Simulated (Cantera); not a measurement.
A closed system holds: 1 mol Si3N4, 700 mol H2, 0.87 mol O2, equilibrated at 31.0 Pa.

Method: chemical equilibrium by Gibbs-energy minimisation in Cantera with the NASA 1993 tables (ideal gas, pure condensed phases). Candidate condensed phases: H2O, Si, SiO2, Si2N2O, Si3N4; 35 gas species. The numbers say what is thermodynamically allowed, not how fast it happens. All values below are at 1473 K.

Base state: H2 0.994, N2 0.00284, SiO 0.00247, H 0.000716, Si 1.77e-5 (mole fractions); condensed: Si(s).

What changes in the equilibrium state with this change: pressure from 31.0 Pa to 100000 Pa?


| species | before | after |
|---|---|---|
| H2 | 0.994 | 0.999 |
| N2 | 0.00284 | 0.000808 |
| H2O | 5.98e-9 | 6.76e-5 |
| SiO | 0.00247 | 1.14e-5 |
| Si | 1.77e-5 | <1e-9 |
| H | 0.000716 | 1.26e-5 |
| Si(s), mol | 1.25 | 0 |
| SiO2(β-quartz), mol | 0 | 0.126 |
| Si2N2O(s), mol | 0 | 1.43 |
Mutual solubility and eutectic melting of coexisting phases are not modelled. The tables hold silica as quartz up to 1696 K and as liquid above; real silica turns to tridymite and cristobalite and melts near 1996 K.
